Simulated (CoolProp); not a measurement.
CHF3 (R23) at several states: Z from the reference equation and from simpler models built on Tc = 26.1 °C, pc = 4.832 MPa, ω = 0.263; each cubic takes its own stable root.

The numbers come from the reference Helmholtz-energy equation of state, Penoncello 2003 in CoolProp.

```csv
T (°C),p (MPa),phase,reference
16.05,0.443,gas,0.9617
-111.15,0.295,liquid,0.009875
18.05,0.0366,gas,0.9970
-30.05,0.0544,gas,0.9915
```

Question: How far does each simpler model (Redlich-Kwong, Soave-Redlich-Kwong) lie from the reference over these 4 states: mean and median of the absolute difference, and the worst?

Answer: 
- Redlich-Kwong: mean 5.2 %, median 0.2 %, worst +20.5 % at -111.15 °C and 0.295 MPa
- Soave-Redlich-Kwong: mean 4.5 %, median 0.2 %, worst +17.5 % at -111.15 °C and 0.295 MPa
